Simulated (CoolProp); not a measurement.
cis-2-butene at 298.15 K and 0.146 MPa is throttled through a valve to 0.09 MPa with no heat exchange. Each further row changes one setting.

Computed with CoolProp (reference Helmholtz-energy equation of state, Lemmon 2005). It is a short technical equation, of lower accuracy than the large ones.

```csv
case,temperature change (K),final density (kg/m³)
as stated,-1.9,[?]
outlet pressure 0.027 MPa,[?],[?]
outlet pressure 0.117 MPa,-1.0,[?]
```

Q: Some entries are withheld; supply them.

A: 
- as stated, final density (kg/m³): 2.11
- outlet pressure 0.027 MPa, temperature change (K): -4.1
- outlet pressure 0.027 MPa, final density (kg/m³): 0.625
- outlet pressure 0.117 MPa, final density (kg/m³): 2.76
